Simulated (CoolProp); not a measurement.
Model: reference Helmholtz-energy equation of state, Lemmon 2005, in CoolProp.

### Question
For R125, give the phase and the density (kg/m³), speed of sound (m/s), Joule-Thomson coefficient (K/MPa), viscosity (µPa s) at 103.15 °C and 572 kPa.

### Answer
- 103.15 °C and 572 kPa: gas; density 22.8, speed of sound 163, Joule-Thomson coefficient 7.00, viscosity 16.3

Viscosity comes from a separate model (Huber 2006).
